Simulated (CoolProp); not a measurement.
Properties of nitrous oxide along the isotherm 423 K (Tc = 309.5 K, pc = 72.45 bar, ω = 0.161).

Model: reference Helmholtz-energy equation of state, Lemmon 2006, in CoolProp. It is a short technical equation, of lower accuracy than the large ones.

```tsv
p (bar)	phase	cv (kJ/(kg K))	Joule-Thomson coefficient (K/MPa)	expansivity (1/kK)
0.573	gas	0.7985	4.961	2.372
1.09	gas	0.7988	4.959	2.380
2.06	gas	0.7993	4.956	2.394
3.9	gas	0.8002	4.950	2.421
7.4	gas	0.8020	4.938	2.474
14	gas	0.8054	4.914	2.576
26.6	gas	0.8120	4.862	2.785
50.4	gas	0.8249	4.740	3.229
95.5	supercritical	0.8498	4.376	4.252
181	supercritical	0.8903	3.089	6.109
```
